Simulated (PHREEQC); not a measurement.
Dissolve 0.0066 mol CuCl2, 0.0025 mol HNO3 and 0.059 mol FeCl3 per kg of water at 7.8 °C. Closed to the air; pH follows from the charge balance.

The numbers come from PHREEQC with the ion-association model, phreeqc.dat.

Precipitation was switched off in this run.

Question: Order these Fe species by the share of Fe that they hold, largest first: FeCl+2, FeOH+2, Fe+3, FeCl2+, Fe2(OH)2+4.

Answer: Fe+3 (40 %), FeCl+2 (33 %), FeCl2+ (11 %), Fe2(OH)2+4 (9.4 %), FeOH+2 (3.9 %)

Question: Order these Cu species by the share of Cu that they hold, largest first: CuCl+, Cu+2, CuCl2.

Answer: Cu+2 (95 %), CuCl+ (5.0 %), CuCl2 (0.16 %)

The pH is 2.01 and the ionic strength 0.281 mol/kgw. The solution is supersaturated, for example in Hematite (slow to form), Goethite (slow to form), so a real one may precipitate; this is no full list. Species that the database lacks are ignored. Away from 25 °C the constants follow the database's enthalpies or fits; those with neither stay at their 25 °C values.
